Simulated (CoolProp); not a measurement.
Computed with CoolProp (reference Helmholtz-energy equation of state, Gao 2022).

Question: For n-perfluorohexane, give the phase and the density (kg/m³), cv (kJ/(kg K)), speed of sound (m/s), Joule-Thomson coefficient (K/MPa) at 9.75 °C and 1.34 bar; 9.75 °C and 5.04 bar; 9.75 °C and 19 bar.

Answer: 
- 9.75 °C and 1.34 bar: liquid; density 1720, cv 0.830, speed of sound 557, Joule-Thomson coefficient -0.304
- 9.75 °C and 5.04 bar: liquid; density 1720, cv 0.830, speed of sound 559, Joule-Thomson coefficient -0.305
- 9.75 °C and 19 bar: liquid; density 1730, cv 0.830, speed of sound 568, Joule-Thomson coefficient -0.310
